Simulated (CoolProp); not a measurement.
Model: reference Helmholtz-energy equation of state, Lemmon 2006, in CoolProp. It is a short technical equation, of lower accuracy than the large ones.

Question: For acetone, give the phase and the density (kg/m³), cv (kJ/(kg K)), expansivity (1/kK), fugacity coefficient at 550 K and 2.7 MPa.

Answer: 
- 550 K and 2.7 MPa: gas; density 42.0, cv 1.96, expansivity 3.56, fugacity coefficient 0.837
